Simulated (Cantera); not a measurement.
Input: 1 mol Si3H8, 0.56 mol Cl2, 5.2 mol N2, equilibrated at 100 Torr.

These are equilibrium values from Cantera (NASA tables, ideal gas, pure condensed phases), not measurements of a reactor. Candidate condensed phases: NH4Cl, Si, Si3N4; 28 gas species. The feed counts by its element totals alone. N2 is the only nitrogen source here; it is nearly inert below about 1500 K, so the nitride shown seldom forms there in practice. The tables' values for SiCl3 are old estimates; treat these amounts as uncertain. Kinetics and transport are ignored. All values below are at 1350 K.

Base state: H2 0.444, N2 0.413, HCl 0.143, SiCl4 0.000214, SiCl2 0.000131, SiCl3 7.49e-5, SiHCl3 3.81e-5 (mole fractions); condensed: Si3N4(s).

Q: What changes in the equilibrium state with this change: Si3H8 replaced by SiHCl3?

A: 
```
species          before    after
-------------  --------  -------
N2                0.413    0.743
HCl               0.143    0.122
SiCl4          0.000214    0.112
H2                0.444   0.0116
SiCl3           7.49e-5  0.00745
SiCl2          0.000131  0.00246
Si3N4(s), mol     0.999   0.0523
```
